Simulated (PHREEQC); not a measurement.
A column of 0.5 m (40 cells, dispersivity 0.018 m, 300 s a shift, diffusion coefficient 3e-10 m²/s) holds 0.02 eq of the database's cation exchanger X per kg of pore water, first in equilibrium with 63 mmol/kgw KBr, 0.68 mmol/kgw CaCl2 and 0.01 mmol/kgw HCl. It is flushed with 8.2 mmol/kgw LiCl and 0.01 mmol/kgw HCl, at 25 °C. Values are for the last cell. No CO2 enters from the air. Nothing may precipitate in this run.

The series has 32 steps of pore volumes, from 0 to 6.987.

Equilibrium calculation in PHREEQC: ion-association model, phreeqc.dat.

Problem. After how many pore volumes does Li at the outlet first reach half of its feed value?

Solution. By 2.3 pore volumes.
